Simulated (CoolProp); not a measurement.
Properties of n-butane at several states (Tc = 425.1 K, pc = 3796 kPa, ω = 0.201).

The numbers come from the reference Helmholtz-energy equation of state, Bücker 2006 in CoolProp.

| T (K) | p (kPa) | phase | Z | conductivity (mW/(m K)) | Prandtl number | fugacity coefficient |
|---|---|---|---|---|---|---|
| 407.4 | 6740 | liquid | 0.2652 | 75.6 | 2.76 | 0.3502 |
| 496.6 | 5350 | supercritical | [?] | 51.9 | 0.974 | [?] |
| 360.6 | 698 | gas | [?] | 23.9 | 0.813 | 0.8934 |
| 453.1 | 464 | gas | 0.9662 | 36.1 | 0.751 | 0.9672 |

Problem. Some entries are withheld; supply them.

Solution. 
- 496.6, Z: 0.6710
- 496.6, fugacity coefficient: 0.7391
- 360.6, Z: 0.8804

Viscosity comes from a separate model (Vogel 1999). Thermal conductivity comes from a separate model (Perkins 2002).
